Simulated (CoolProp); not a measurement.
A Linde-Hampson liquefier for dry air: isothermal reversible compression at 250 K from 1 atm to 15 MPa, throttling to 1 atm, return gas leaving the recuperator 10 K below the feed. Each further row changes one setting.

Values from CoolProp's reference Helmholtz-energy equation of state, Lemmon 2000. It is a pseudo-pure fit of the blend.

| case | liquid yield per pass | compression work (kJ/kg of gas) |
|---|---|---|
| as stated | 0.089 | 351 |
| high pressure 30 MPa | 0.142 | 401 |
| warm-end temperature 280 K | 0.058 | 398 |
| warm-end gap 15 K | 0.076 | 351 |
